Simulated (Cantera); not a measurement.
Feed: 1 mol H₂O, 0.15 mol O₂, equilibrated at 900 K and 67.0 Pa.

Equilibrium computed with Cantera from the NASA thermochemical tables; the gas is ideal and each condensed phase is pure. Candidate condensed phases: H₂O; 9 gas species. Rates play no part.

Base state: H₂O 0.870, O₂ 0.130 (mole fractions); condensed: gas only.

Problem. What changes in the equilibrium state with this change: 0.036 mol CH₄ added?

Solution. 
```tsv
species	before	after
H₂O	0.870	0.904
O₂	0.130	0.0658
CO₂	0	0.0304
```
Further candidate phases: C, C₆H₆, C₇H₈, C₈H₁₈.

Problem. What changes in the equilibrium state with this change: temperature from 900 K to 1873.15 K?

Solution. 
```json
[
 {"species": "H₂O", "before": "0.870", "after": "0.840"},
 {"species": "O₂", "before": "0.130", "after": "0.128"},
 {"species": "OH", "before": "2.13e-7", "after": "0.0168"},
 {"species": "H₂", "before": "<1e-9", "after": "0.00939"},
 {"species": "O", "before": "<1e-9", "after": "0.00328"},
 {"species": "H", "before": "<1e-9", "after": "0.00242"}
]
```

Problem. What changes in the equilibrium state with this change: H₂O replaced by HI?

Solution. 
```tsv
species	before	after
HI	0	0.304
I	0	0.283
H₂O	0.870	0.258
I₂	0	0.136
O₂	0.130	<1e-9
H₂	<1e-9	0.0197
```
Further candidate phases: I₂.
